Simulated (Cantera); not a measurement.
An isothermal, constant-pressure homogeneous reactor starts with 12.3 % NO, 87.7 % N₂, at 1798 K and 750 Torr.

Computed with Cantera and GRI-Mech 3.0 (53 species, 325 reactions).

One state of this run: x NO = 0.00581; x N₂ = 0.935; x O = 2.91e-5; x NO₂ = 7.74e-6; x O₂ = 0.0588; x N₂O = 1.61e-7. x: mole fraction; the columns are a selection and need not sum to one.

Question: Which value of t (s) does it belong to?
A) 2.78
B) 0.464
C) 0.000359
D) 100

Answer: D, 100
